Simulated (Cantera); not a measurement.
A closed system holds: 1 mol V, 16 mol NH₃, at 1775 °C and 0.133 bar.

Equilibrium computed with Cantera from the NASA thermochemical tables; the gas is ideal and each condensed phase is pure. Candidate condensed phases: V, VN; 11 gas species. VN: taken at fixed stoichiometry. Condensed phases not in the tables: V₂N. The numbers say what is thermodynamically allowed, not how fast it happens.

Base state: H₂ 0.757, N₂ 0.237, H 0.00534, V 1.17e-5 (mole fractions); condensed: VN(s).

### Question
What changes in the equilibrium state with this change: temperature from 1775 °C to 2152 °C?

### Answer
| species | before | after |
|---|---|---|
| H₂ | 0.757 | 0.712 |
| N₂ | 0.237 | 0.244 |
| H | 0.00534 | 0.0413 |
| V | 1.17e-5 | 0.00296 |
| VN(s), mol | 1.000 | 0 |
| V(l), mol | 0 | 0.903 |
Condensed phases not in the tables: V₂N, N, O or C dissolved in the metal.
